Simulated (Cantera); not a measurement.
What does this Cantera script print?

```python
import numpy as np
import cantera as ct

gas_names = [...]  # 115 gases of nasa_gas.yaml made of C, Ca, H, O
cond_names = """
    C(gr) C6H6(L) C7H8(L) C8H18(L),n-octa Ca(a) Ca(b) Ca(L) CaCO3(caL) CaO(s) CaO(L) CaO2H2(s) H2O(s)
    H2O(L)
""".split()


# ... load() reads the species with a 1 bar reference pressure and builds the phases ...
atoms = {
    'CaCO3': {'Ca': 1, 'C': 1, 'O': 3},
    'H2O': {'H': 2, 'O': 1},
}
top_T = {'C(gr)': 4500}  # K; cautious upper limits of use, not melting points


# ... equilibrate(T, P, feed) seeds the gas with the atoms and calls Mixture.equilibrate('TP', solver="vcs", rtol=1e-11, max_steps=5000) ...
results = []
feed = {'CaCO3': 1, 'H2O': 1.1}  # mol
P = 190  # Pa
for T in [1325, 1375, 1425, 1475, 1525, 1575, 1625, 1675, 1725, 1775, 1825, 1875]:
    mix = equilibrate(T, P, feed)
    results.append((T, P, feed, dict(zip(mix.species_names, mix.species_moles))))
    x = sorted(zip(gas.X, gas.species_names), reverse=True)
    print(f"T = {T:g} K  P = {P:g} Pa  gas = {mix.phase_moles(0):.4g} mol")
    print("   x: " + "  ".join(f"{s} {v:.3e}" for v, s in x if v > 0.001))
    print("   condensed (mol): " + ("  ".join(f"{mix.phase(i).name} {mix.phase_moles(i):.4g}"
          for i in range(1, mix.n_phases) if mix.phase_moles(i) > 1e-12) or "none"))
```

Result:

```
T = 1325 K  P = 190 Pa  gas = 2.1 mol
   x: H2O 5.236e-01  CO2 4.759e-01
   condensed (mol): CaO(s) 1
T = 1375 K  P = 190 Pa  gas = 2.101 mol
   x: H2O 5.234e-01  CO2 4.756e-01
   condensed (mol): CaO(s) 1
T = 1425 K  P = 190 Pa  gas = 2.101 mol
   x: H2O 5.231e-01  CO2 4.752e-01
   condensed (mol): CaO(s) 1
T = 1475 K  P = 190 Pa  gas = 2.102 mol
   x: H2O 5.227e-01  CO2 4.745e-01  CO 1.244e-03
   condensed (mol): CaO(s) 1
T = 1525 K  P = 190 Pa  gas = 2.103 mol
   x: H2O 5.220e-01  CO2 4.734e-01  CO 2.067e-03  O2 1.383e-03
   condensed (mol): CaO(s) 1
T = 1575 K  P = 190 Pa  gas = 2.105 mol
   x: H2O 5.210e-01  CO2 4.717e-01  CO 3.318e-03  O2 2.167e-03  H2 1.263e-03
   condensed (mol): CaO(s) 1
T = 1625 K  P = 190 Pa  gas = 2.108 mol
   x: H2O 5.195e-01  CO2 4.692e-01  CO 5.164e-03  O2 3.300e-03  H2 1.839e-03
   condensed (mol): CaO(s) 1
T = 1675 K  P = 190 Pa  gas = 2.112 mol
   x: H2O 5.175e-01  CO2 4.657e-01  CO 7.807e-03  O2 4.893e-03  H2 2.617e-03  OH 1.303e-03
   condensed (mol): CaO(s) 1
T = 1725 K  P = 190 Pa  gas = 2.118 mol
   x: H2O 5.147e-01  CO2 4.607e-01  CO 1.149e-02  O2 7.077e-03  H2 3.647e-03  OH 2.001e-03
   condensed (mol): CaO(s) 1
T = 1775 K  P = 190 Pa  gas = 2.125 mol
   x: H2O 5.108e-01  CO2 4.540e-01  CO 1.649e-02  O2 9.995e-03  H2 4.986e-03  OH 2.992e-03
   condensed (mol): CaO(s) 1
T = 1825 K  P = 190 Pa  gas = 2.136 mol
   x: H2O 5.057e-01  CO2 4.451e-01  CO 2.309e-02  O2 1.380e-02  H2 6.694e-03  OH 4.365e-03
   condensed (mol): CaO(s) 1
T = 1875 K  P = 190 Pa  gas = 2.15 mol
   x: H2O 4.990e-01  CO2 4.336e-01  CO 3.158e-02  O2 1.863e-02  H2 8.837e-03  OH 6.223e-03  H 1.414e-03
   condensed (mol): CaO(s) 1
```

Cantera equilibrium calculation (NASA polynomials, part measured and part estimated; ideal gas, pure solids and liquids).
